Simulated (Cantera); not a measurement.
A perfectly stirred reactor is fed with NO : N₂ = 1 : 1.1 (molar parts), at 200000 Pa; it is held at 2025 K, and followed from long to short residence time.

Cantera simulation using GRI-Mech 3.0 (53 species, 325 reactions); the numbers are that mechanism's predictions, not measurements.

What does this change do: NO 1 to 3.9 parts?


```csv
quantity,before,after
x(NO) at τ = 0.380 s,0.241,0.335
x(O) at τ = 0.380 s,0.000201,0.000275
x(NO₂) at τ = 0.380 s,0.000426,0.000811
x(O₂) at τ = 0.380 s,0.117,0.221
x(N₂) at τ = 0.380 s,0.641,0.442
x(NO) at τ = 7.40 ms,0.466,0.753
x(O) at τ = 7.40 ms,6.82e-5,9.62e-5
x(NO₂) at τ = 7.40 ms,0.000266,0.000601
x(O₂) at τ = 7.40 ms,0.00498,0.0128
x(N₂) at τ = 7.40 ms,0.529,0.233
```
